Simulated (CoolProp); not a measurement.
Fluorine at 265.27 K and 0.88 MPa is throttled through a valve to 0.0671 MPa with no heat exchange. Each further row changes one setting.

The numbers come from the reference Helmholtz-energy equation of state, de Reuck 1990 in CoolProp.

```csv
case,temperature change (K),final density (kg/m³)
as stated,-1.9,…
outlet pressure 0.0201 MPa,…,…
outlet pressure 0.0872 MPa,-1.9,…
```

Problem. Complete the blanks.

Solution. 
- as stated, final density (kg/m³): 1.17
- outlet pressure 0.0201 MPa, temperature change (K): -2.1
- outlet pressure 0.0201 MPa, final density (kg/m³): 0.349
- outlet pressure 0.0872 MPa, final density (kg/m³): 1.51
